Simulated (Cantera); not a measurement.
**Thermodynamics of carbothermic reduction, feed Cu₂O + CO + N₂**

Feed: 1 mol Cu₂O, 4.6 mol CO, 0.92 mol N₂, equilibrated at 82.5 Torr.

These are equilibrium values from Cantera (NASA tables, ideal gas, pure condensed phases), not measurements of a reactor. Candidate condensed phases: C, Cu, CuO, Cu₂O; 27 gas species. Rates play no part.

| T (°C) | x CO | x Cu | x CO₂ | x N₂ | x Cu₂ | x NO | x O | x CuO | n Cu(s) | n Cu(l) |
|---|---|---|---|---|---|---|---|---|---|---|
| 975 | 0.652 | 4.01e-7 | 0.181 | 0.167 | 1.94e-11 | 1.21e-11 | <1e-12 | <1e-12 | 2.00 | 0 |
| 1075 | 0.652 | 4.26e-6 | 0.181 | 0.167 | 5.48e-10 | 1.74e-10 | <1e-12 | <1e-12 | 2.00 | 0 |
| 1175 | 0.652 | 3.02e-5 | 0.181 | 0.167 | 8.33e-9 | 1.72e-9 | 1.07e-11 | 4.04e-12 | 0 | 2.00 |
| 1275 | 0.652 | 0.000164 | 0.181 | 0.167 | 8.65e-8 | 1.27e-8 | 1.89e-10 | 8.34e-11 | 0 | 2.00 |
| 1375 | 0.652 | 0.000718 | 0.181 | 0.167 | 6.67e-7 | 7.31e-8 | 2.35e-9 | 1.18e-9 | 0 | 2.00 |
| 1475 | 0.650 | 0.00265 | 0.181 | 0.166 | 4.03e-6 | 3.44e-7 | 2.19e-8 | 1.23e-8 | 0 | 1.99 |
| 1575 | 0.647 | 0.00845 | 0.180 | 0.165 | 1.98e-5 | 1.36e-6 | 1.60e-7 | 9.81e-8 | 0 | 1.95 |
| 1675 | 0.637 | 0.0238 | 0.177 | 0.163 | 8.20e-5 | 4.65e-6 | 9.49e-7 | 6.30e-7 | 0 | 1.86 |
| 1775 | 0.613 | 0.0605 | 0.170 | 0.157 | 0.000293 | 1.39e-5 | 4.74e-6 | 3.36e-6 | 0 | 1.64 |
| 1875 | 0.560 | 0.140 | 0.155 | 0.143 | 0.000924 | 3.64e-5 | 2.03e-5 | 1.52e-5 | 0 | 1.09 |
| 1975 | 0.480 | 0.262 | 0.133 | 0.123 | 0.00198 | 8.40e-5 | 7.64e-5 | 5.22e-5 | 0 | 0 |
x: gas mole fraction; n: condensed amount in mol.

From 975 °C to 1075 °C the condensed part is Cu(s). From 1175 °C to 1875 °C the condensed part is Cu(l). At 1975 °C nothing is condensed. The main Cu-bearing gas is Cu throughout.
